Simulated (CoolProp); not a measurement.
Vapour-liquid equilibrium of isobutene (1) + acetone (2) at 101.95 °C; x and y are mole fractions of (1).

Computed with CoolProp (multi-fluid Helmholtz-energy mixture model, Lemmon 2005 and Lemmon 2006; pair parameters Bell 2016).

| x | bubble pressure, mixture model (MPa) | bubble pressure, Raoult's law (MPa) | y, mixture model | y, Raoult's law |
|---|---|---|---|---|
| 0.05 | 0.5266 | 0.4667 | 0.266 | 0.204 |
| 0.125 | 0.7146 | 0.5799 | 0.474 | 0.410 |
| 0.2 | 0.8818 | 0.6930 | 0.589 | 0.548 |
| 0.275 | 1.028 | 0.8062 | 0.661 | 0.648 |
| 0.35 | 1.154 | 0.9193 | 0.711 | 0.723 |
| 0.425 | 1.263 | 1.032 | 0.749 | 0.782 |
| 0.5 | 1.360 | 1.146 | 0.781 | 0.829 |
| 0.575 | 1.448 | 1.259 | 0.808 | 0.868 |
| 0.65 | 1.530 | 1.372 | 0.835 | 0.900 |
| 0.725 | 1.610 | 1.485 | 0.863 | 0.928 |
| 0.8 | 1.690 | 1.598 | 0.893 | 0.951 |
| 0.875 | 1.770 | 1.711 | 0.927 | 0.971 |
| 0.95 | 1.849 | 1.824 | 0.968 | 0.989 |

The largest gap from Raoult's law is +27.5 % in bubble pressure, at x = 0.275. No azeotrope shows between x = 0.05 and 0.95.

Pair parameters are fitted to limited data, so mixtures are less certain than the pure fluids.
